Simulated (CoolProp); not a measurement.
Saturation properties of R1234yf.

Model: reference Helmholtz-energy equation of state, Lemmon 2022, in CoolProp.

| T (K) | p (kPa) | enthalpy of vaporisation (kJ/kg) | surface tension (mN/m) | vapour viscosity (µPa s) |
|---|---|---|---|---|
| 181 | 2.001 | 211.6 | 24.4 | 7.42 |
| 197 | 7.234 | 204.0 | 21.5 | 8.09 |
| 212.9 | 20.73 | 196.4 | 18.8 | 8.76 |
| 228.9 | 50.33 | 188.5 | 16.1 | 9.44 |
| 244.9 | 106.8 | 180.2 | 13.6 | 10.1 |
| 260.9 | 204.0 | 171.1 | 11.2 | 10.8 |
| 276.9 | 358.0 | 161.0 | 8.94 | 11.5 |
| 292.8 | 585.8 | 149.7 | 6.84 | 12.3 |
| 308.8 | 910.6 | 136.5 | 4.90 | 13.1 |
| 324.8 | 1354 | 120.5 | 3.15 | 14.1 |

It boils at 243.7 K under 1 atm.

Viscosity comes from a separate model (Bell 2016), an estimate that may be off by 10 % or more. Surface tension comes from a separate correlation (Mulero 2012).
